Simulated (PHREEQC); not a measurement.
**Buffer: speciation**

Solution (25 °C): 0.0013 mol NaHSO4, 0.00022 mol NH3 and 0.2 mol LiCl per kg of water. Closed to the air; pH follows from the charge balance.

All values are PHREEQC results (ion-association model, phreeqc.dat), not measurements.

```yaml
pH: 3.08
ionic_strength: 0.203 mol/kgw
activity_of_water: 0.993
specific_conductance: 18500 µS/cm
density: 1.002 g/cm³
total_alkalinity: -1.08 meq/kg
```

| species | molality | activity | log γ |
|---|---|---|---|
| Cl- | 0.200 | 0.143 | -0.146 |
| Li+ | 0.200 | 0.151 | -0.122 |
| Na+ | 0.00130 | 0.000970 | -0.127 |
| H+ | 0.00105 | 0.000835 | -0.099 |
| SO4-2 | 0.00101 | 0.000292 | -0.537 |
| LiSO4- | 0.000261 | 0.000192 | -0.132 |
| NH4+ | 0.000219 | 0.000149 | -0.168 |
| HSO4- | 3.18e-5 | 2.37e-5 | -0.127 |
| NaSO4- | 1.90e-6 | 1.42e-6 | -0.128 |
| NH4SO4- | 7.52e-7 | 5.60e-7 | -0.127 |

This is a speciation only: nothing precipitates in the calculation.
